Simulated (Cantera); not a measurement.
Input: 1 mol CH3F, 0.06 mol H2, held at 2348.15 K and 1.00 Torr.

Method: chemical equilibrium by Gibbs-energy minimisation in Cantera with the NASA 1993 tables (ideal gas, pure condensed phases). Candidate condensed phases: C, C6H6, C7H8, C8H18; 95 gas species. Rates play no part.

Base state: HF 0.436, H2 0.359, H 0.203, C2H2 (acetylene) 0.00196, F 0.000338, C2H 5.64e-5, C3 3.00e-5, C 1.35e-5 (mole fractions); condensed: C(graphite).

### Question
What changes in the equilibrium state with this change: temperature from 2348.15 K to 1173 K?

### Answer
| species | before | after |
|---|---|---|
| H2 | 0.359 | 0.515 |
| HF | 0.436 | 0.485 |
| H | 0.203 | 2.32e-6 |
| F | 0.000338 | <1e-9 |
| C2H2 (acetylene) | 0.00196 | 3.15e-8 |
| C(graphite), mol | 0.990 | 1.000 |
